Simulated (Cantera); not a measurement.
Input: 1 mol SiH2Cl2, 12 mol N2, equilibrated at 0.133 bar.

These are equilibrium values from Cantera (NASA tables, ideal gas, pure condensed phases), not measurements of a reactor. Candidate condensed phases: NH4Cl, Si, Si3N4; 28 gas species. N2 is the only nitrogen source here; it is nearly inert below about 1500 K, so the nitride shown seldom forms there in practice. The tables' values for SiCl3, SiCl are old estimates; treat these amounts as uncertain. The numbers say what is thermodynamically allowed, not how fast it happens.

x: gas mole fraction; n: condensed amount in mol.

| T (K) | x N2 | x HCl | x H2 | x SiCl2 | x SiCl4 | n Si3N4(s) |
|---|---|---|---|---|---|---|
| 823 | 0.866 | 0.0830 | 0.0339 | 9.67e-11 | 0.0170 | 0.258 |
| 898 | 0.865 | 0.0876 | 0.0316 | ? | 0.0158 | 0.263 |
| 973 | 0.864 | 0.0913 | 0.0297 | 5.34e-8 | 0.0148 | 0.268 |
| 1048 | 0.863 | 0.0943 | 0.0282 | 6.29e-7 | 0.0141 | 0.271 |
| 1123 | 0.863 | 0.0968 | 0.0269 | 5.29e-6 | 0.0134 | 0.274 |
| 1198 | 0.862 | 0.0989 | 0.0258 | 3.37e-5 | 0.0127 | 0.276 |
| 1273 | 0.862 | 0.100 | 0.0250 | 0.000171 | 0.0119 | 0.277 |
| 1348 | 0.861 | 0.101 | 0.0245 | 0.000704 | 0.0109 | 0.276 |
| 1423 | 0.860 | 0.101 | 0.0246 | 0.00239 | 0.00922 | 0.271 |
| 1498 | 0.859 | 0.0982 | 0.0256 | ? | ? | 0.257 |
| 1573 | 0.857 | 0.0919 | 0.0283 | 0.0140 | 0.00372 | 0.233 |
| 1648 | 0.856 | 0.0818 | 0.0328 | 0.0235 | 0.00155 | 0.201 |
| 1723 | 0.855 | 0.0695 | 0.0385 | 0.0328 | 0.000533 | 0.168 |

**Question.** Complete the blanks.

**Answer.** 
- 898, x SiCl2: 2.97e-9
- 1498, x SiCl2: 0.00653
- 1498, x SiCl4: 0.00667
